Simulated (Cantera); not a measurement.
An adiabatic, constant-pressure homogeneous reactor starts with CH₄ : O₂ : N₂ = 1 : 1.18 : 4.42 (molar parts), equivalence ratio 1.7, at 1673 K and 7500 Torr. Integrator tolerance rtol = 1e-08.

Detailed kinetics in Cantera: GRI-Mech 3.0 (53 species, 325 reactions).

Problem. What does this change do: initial temperature 1673 to 1450 K?

Solution. 
```tsv
quantity	before	after
time of steepest temperature rise	50.4 µs	0.394 ms
temperature at 4.00 s	2844 K	2678 K
equilibrium temperature	2844 K	2678 K
x(CH₄) at 4.00 s	8.24e-11 (gas-phase equilibrium 9.32e-11)	1.46e-10 (gas-phase equilibrium 1.65e-10)
x(O₂) at 4.00 s	0.000139 (gas-phase equilibrium 0.000139)	3.73e-5 (gas-phase equilibrium 3.73e-5)
x(O) at 4.00 s	0.000241 (gas-phase equilibrium 0.000241)	6.40e-5 (gas-phase equilibrium 6.40e-5)
x(CH₃) at 4.00 s	1.26e-10 (gas-phase equilibrium 1.42e-10)	1.27e-10 (gas-phase equilibrium 1.43e-10)
x(C₂H) at 4.00 s	<1e-12 (gas-phase equilibrium <1e-12)	<1e-12 (gas-phase equilibrium <1e-12)
```

Problem. What does this change do: pressure from 7500 Torr to 760 Torr?

Solution. 
```json
[
 {"quantity": "time of steepest temperature rise", "before": "50.4 µs", "after": "0.300 ms"},
 {"quantity": "temperature at 4.00 s", "before": "2844 K", "after": "2734 K"},
 {"quantity": "equilibrium temperature", "before": "2844 K", "after": "2734 K"},
 {"quantity": "x(CH₄) at 4.00 s", "before": "8.24e-11 (gas-phase equilibrium 9.32e-11)", "after": "1.15e-12 (gas-phase equilibrium 1.32e-12)"},
 {"quantity": "x(O₂) at 4.00 s", "before": "0.000139 (gas-phase equilibrium 0.000139)", "after": "0.000554 (gas-phase equilibrium 0.000554)"},
 {"quantity": "x(O) at 4.00 s", "before": "0.000241 (gas-phase equilibrium 0.000241)", "after": "0.000980 (gas-phase equilibrium 0.000980)"},
 {"quantity": "x(CH₃) at 4.00 s", "before": "1.26e-10 (gas-phase equilibrium 1.42e-10)", "after": "3.88e-12 (gas-phase equilibrium 4.47e-12)"},
 {"quantity": "x(C₂H) at 4.00 s", "before": "<1e-12 (gas-phase equilibrium <1e-12)", "after": "<1e-12 (gas-phase equilibrium <1e-12)"}
]
```
